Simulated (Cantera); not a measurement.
A perfectly stirred reactor is fed with CH4 : H2 : O2 : N2 = 1 : 0.042 : 2.11 : 7.92 (molar parts), equivalence ratio 0.96, at 1.00 bar; it is adiabatic with a 575 K inlet, and is followed from long to short residence time, starting on the burning branch (τ in s: 0.11, 0.052, 0.025, 0.012, 0.006, 0.0029, 0.0014, 0.00069, 0.00033, 0.00016, 7.9e-05, 3.8e-05, 1.9e-05).

Computed with Cantera and GRI-Mech 3.0 (53 species, 325 reactions).

Predict: blow-out, bracketed by the residence times tried; x(CH4) at τ = 0.110 s; x(H2) at τ = 0.110 s; x(O2) at τ = 0.110 s; x(H2O2) at τ = 0.110 s; x(OH) at τ = 0.110 s; x(CH4) at τ = 1.40 ms; x(H2) at τ = 1.40 ms; x(O2) at τ = 1.40 ms; x(H2O2) at τ = 1.40 ms; x(OH) at τ = 1.40 ms.


```
Property                                                                      Result
------------------------------------------------  ----------------------------------
blow-out, bracketed by the residence times tried  burning at 79.0 µs, out at 38.0 µs
x(CH4) at τ = 0.110 s                                                        1.82e-6
x(H2) at τ = 0.110 s                                                         0.00433
x(O2) at τ = 0.110 s                                                          0.0128
x(H2O2) at τ = 0.110 s                                                       9.63e-8
x(OH) at τ = 0.110 s                                                         0.00572
x(CH4) at τ = 1.40 ms                                                        6.24e-5
x(H2) at τ = 1.40 ms                                                          0.0100
x(O2) at τ = 1.40 ms                                                          0.0214
x(H2O2) at τ = 1.40 ms                                                       1.64e-7
x(OH) at τ = 1.40 ms                                                         0.00929
```
